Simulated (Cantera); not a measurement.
Input: 1 mol TEOS, 0.28 mol H₂O, 0.1 mol H₂, at 1423.15 K and 20.0 Pa.

Method: chemical equilibrium by Gibbs-energy minimisation in Cantera with the NASA 1993 tables (ideal gas, pure condensed phases). Candidate condensed phases: C, C₆H₆, C₇H₈, C₈H₁₈, H₂O, Si, SiC, SiO₂; 123 gas species. The feed counts by its element totals alone. The numbers say what is thermodynamically allowed, not how fast it happens.

Problem. What is the equilibrium state?

Solution. 
```json
{
 "x(H₂)": "0.708",
 "x(CO)": "0.291",
 "x(SiO)": "0.000407",
 "x(H)": "0.000396",
 "x(C₂H₂ (acetylene))": "2.43e-6",
 "n(C(graphite))": "2.73 mol",
 "n(SiC(s))": "0.994 mol",
 "gas_amount": "14.66 mol",
 "log10 activity of Si(s) (absent)": "-2.27"
}
```
